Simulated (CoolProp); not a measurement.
A closed Brayton cycle with carbon dioxide: compressor inlet 315.15 K and 8 MPa, high pressure 24 MPa, turbine inlet 940 K, compressor efficiency 0.89, turbine efficiency 0.85, recuperator effectiveness 0.9 (on enthalpy, no pinch check). Each further row changes one setting.

The numbers come from the reference Helmholtz-energy equation of state, Span 1996 in CoolProp.

```json
[
 {"case": "as stated", "thermal efficiency (%)": "(withheld)", "net work (kJ/kg)": "108", "compressor to turbine work": "0.31", "compressor exit (K)": "397.5", "turbine exit (K)": "806.0"},
 {"case": "turbine inlet 890 K", "thermal efficiency (%)": "35.3", "net work (kJ/kg)": "(withheld)", "compressor to turbine work": "(withheld)", "compressor exit (K)": "397.5", "turbine exit (K)": "760.5"},
 {"case": "compressor inlet 325.15 K", "thermal efficiency (%)": "35.6", "net work (kJ/kg)": "99.2", "compressor to turbine work": "0.36", "compressor exit (K)": "(withheld)", "turbine exit (K)": "806.0"},
 {"case": "high pressure 20.4 MPa", "thermal efficiency (%)": "(withheld)", "net work (kJ/kg)": "(withheld)", "compressor to turbine work": "0.29", "compressor exit (K)": "385.1", "turbine exit (K)": "825.1"},
 {"case": "recuperator effectiveness 0.5", "thermal efficiency (%)": "(withheld)", "net work (kJ/kg)": "108", "compressor to turbine work": "0.31", "compressor exit (K)": "397.5", "turbine exit (K)": "806.0"}
]
```

Q: Complete the blanks.

A: 
- as stated, thermal efficiency (%): 36.7
- turbine inlet 890 K, net work (kJ/kg): 98.9
- turbine inlet 890 K, compressor to turbine work: 0.33
- compressor inlet 325.15 K, compressor exit (K): 417.9
- high pressure 20.4 MPa, thermal efficiency (%): 35.2
- high pressure 20.4 MPa, net work (kJ/kg): 95.2
- recuperator effectiveness 0.5, thermal efficiency (%): 22.3
